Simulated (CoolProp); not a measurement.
n-butane along the isobar 12000 kPa: density (kg/m³) from the reference equation and from simpler models built on Tc = 425.1 K, pc = 3796 kPa, ω = 0.201; each cubic takes its own stable root.

Model: reference Helmholtz-energy equation of state, Bücker 2006, in CoolProp.

| T (K) | phase | reference |
|---|---|---|
| 411.2 | liquid | 460.2 |
| 423.8 | liquid | 442.1 |
| 436.4 | supercritical | 422.9 |
| 449 | supercritical | 402.6 |
| 461.6 | supercritical | 380.9 |
| 474.2 | supercritical | 358.1 |
| 486.8 | supercritical | 334.3 |
| 499.4 | supercritical | 310.4 |
| 512 | supercritical | 287.2 |
| 524.6 | supercritical | 265.7 |
| 537.2 | supercritical | 246.4 |
| 549.8 | supercritical | 229.4 |
| 562.4 | supercritical | 214.7 |
| 575 | supercritical | 201.8 |

How far does each simpler model (Redlich-Kwong, Soave-Redlich-Kwong, Peng-Robinson) lie from the reference over these 14 states: mean and median of the absolute difference, and the worst?


- Redlich-Kwong: mean 5.2 %, median 5.5 %, worst -8.8 % at 423.8 K and 12000 kPa
- Soave-Redlich-Kwong: mean 9.5 %, median 9.6 %, worst -11.0 % at 486.8 K and 12000 kPa
- Peng-Robinson: mean 2.3 %, median 2.5 %, worst -3.5 % at 499.4 K and 12000 kPa
